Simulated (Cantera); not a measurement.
A Cantera script and what it prints.

```python
import numpy as np
import cantera as ct

gas_names = """
    B BCL BCL2 BCL3 BH BH2 BH3 BN B2 CL CL2 H HCL H2 N NH NH2 NH3 N2 N2H2 N2H4
""".split()
cond_names = """
    B(b) B(L) BN(s) NH4CL(a) NH4CL(b)
""".split()


# ... load() reads the species with a 1 bar reference pressure and builds the phases ...
atoms = {
    'BN': {'B': 1, 'N': 1},
    'Cl2': {'CL': 2},
    'H2': {'H': 2},
}
top_T = {'BN(s)': 3200}  # K; cautious upper limits of use, not melting points


# ... equilibrate(T, P, feed) seeds the gas with the atoms and calls Mixture.equilibrate('TP', solver="vcs", rtol=1e-11, max_steps=5000) ...
results = []
feed = {'BN': 1, 'Cl2': 16, 'H2': 31}  # mol
P = 100000  # Pa
for T in [873, 1023, 1173, 1323, 1473, 1623, 1773]:
    mix = equilibrate(T, P, feed)
    results.append((T, P, feed, dict(zip(mix.species_names, mix.species_moles))))

top = {s: max(r[3][s] / sum(r[3][g] for g in gas_names) for r in results) for s in gas_names}
cols = sorted((s for s in top if top[s] > 0.001), key=lambda s: -top[s])[:7]
seen = [c for c in cond_names if any(r[3].get(c, 0) > 1e-12 for r in results)]
print("log10 of partial pressures in bar; condensed amounts in mol")
print(f"{'T/K':>10s}" + "".join(f"{s[:9]:>10s}" for s in cols + seen))
for T, P, feed, n in results:
    ng = sum(n[g] for g in gas_names)
    print(f"{T:10.4g}" + "".join(f"{np.log10(max(n[s] / ng * P / 1e5, 1e-99)):10.3f}" for s in cols)
          + "".join(f"{n.get(c, 0):10.4g}" for c in seen))
```

It prints:

```
log10 of partial pressures in bar; condensed amounts in mol
       T/K       HCL        H2      BCL3        N2     BN(s)
       873    -0.167    -0.496    -4.314    -4.628    0.9977
      1023    -0.167    -0.495    -3.553    -3.856    0.9869
      1173    -0.169    -0.494    -2.987    -3.288    0.9516
      1323    -0.172    -0.490    -2.556    -2.857    0.8692
      1473    -0.179    -0.484    -2.224    -2.524    0.7188
      1623    -0.188    -0.475    -1.968    -2.266    0.4908
      1773    -0.201    -0.463    -1.773    -2.062    0.1855
```

These are equilibrium values from Cantera (NASA tables, ideal gas, pure condensed phases), not measurements of a reactor. The tables' values for BCl2, BCl are old estimates; treat these amounts as uncertain. Gases not in the tables: BHCl2.
